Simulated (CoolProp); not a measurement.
Values from CoolProp's reference Helmholtz-energy equation of state, Lemmon 2006. It is a short technical equation, of lower accuracy than the large ones.

**Question.** For hydrogen sulfide, give the phase and the speed of sound (m/s), fugacity coefficient at 37.95 °C and 1.07 MPa.

**Answer.** 
- 37.95 °C and 1.07 MPa: gas; speed of sound 303, fugacity coefficient 0.930
